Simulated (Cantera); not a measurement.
A closed system holds: 1 mol HBr, 3.1 mol O₂, equilibrated at 0.100 bar.

These are equilibrium values from Cantera (NASA tables, ideal gas, pure condensed phases), not measurements of a reactor. Candidate condensed phases: Br₂, H₂O; 12 gas species. Kinetics and transport are ignored. All values below are at 875 K.

Base state: O₂ 0.740, H₂O 0.129, Br₂ 0.129, Br 0.00121, HBr 0.00104 (mole fractions); condensed: gas only.

### Question
What changes in the equilibrium state with this change: HBr replaced by S?

### Answer
```tsv
species	before	after
O₂	0.740	0.636
SO₃	0	0.259
SO₂	0	0.106
H₂O	0.129	0
Br₂	0.129	0
Br	0.00121	0
HBr	0.00104	0
```
Further candidate phases: S.
